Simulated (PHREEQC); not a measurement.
0.11 g of hydrous ferric oxide (600 m²/g; 0.2 weak and 0.005 strong sites per Fe, Dzombak-Morel constants, diffuse double layer) in 1 kg of water with 0.001 mol/kgw of an inert sodium salt, at 25 °C; the pH is set by adding NaOH or the inert anion's acid. O2 is buffered at 0.21 atm. The system is closed to CO2. Precipitation was switched off in this run.

Base run: PHREEQC, ion-association model, wateq4f.dat. Each further column changes one thing. The table gives surface charge σ (C/m²).

```tsv
pH	base	background salt from 0.001 to 0.0001 mol/kgw	oxide from 0.11 to 0.55 g/kgw	2.7e-05 mol/kgw NiCl2 added
4	0.118	(withheld)	0.123	0.121
5	0.050	0.020	0.052	0.052
6	0.019	0.006	0.019	0.020
7	0.006	0.002	0.006	0.007
8	0.000	0.000	0.000	0.001
9	-0.004	-0.001	-0.004	-0.003
10	-0.015	(withheld)	-0.016	-0.012
11	-0.054	-0.043	-0.055	-0.045
12	-0.200	-0.196	(withheld)	-0.169
```

Question: Fill in the missing entries.

Answer: 
- 4, background salt from 0.001 to 0.0001 mol/kgw: 0.068
- 10, background salt from 0.001 to 0.0001 mol/kgw: -0.007
- 12, oxide from 0.11 to 0.55 g/kgw: -0.201

 In at least one series the solution becomes supersaturated in solids that the run did not let form, among them Ni(OH)2.
